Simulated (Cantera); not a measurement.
Mixture: CH4 : H2 : O2 : N2 : C2H6 = 1 : 0.11 : 1.58 : 8.54 : 0.017 (molar parts), equivalence ratio 1.3, at 0.480 bar, adiabatic and at constant volume. Ignition delay is the time to a rise of 400 K.

Computed with Cantera and GRI-Mech 3.0 (53 species, 325 reactions).

Problem. Predict: delay at 1300 K; delay at 1375 K; delay at 1450 K; delay at 1525 K; delay at 1600 K; delay at 1675 K; delay at 1750 K; apparent activation energy between 1600 and 1750 K.

Solution. 
- delay at 1300 K: 8.77 ms
- delay at 1375 K: 3.77 ms
- delay at 1450 K: 1.70 ms
- delay at 1525 K: 0.828 ms
- delay at 1600 K: 0.443 ms
- delay at 1675 K: 0.261 ms
- delay at 1750 K: 0.167 ms
- apparent activation energy between 1600 and 1750 K: 150 kJ/mol
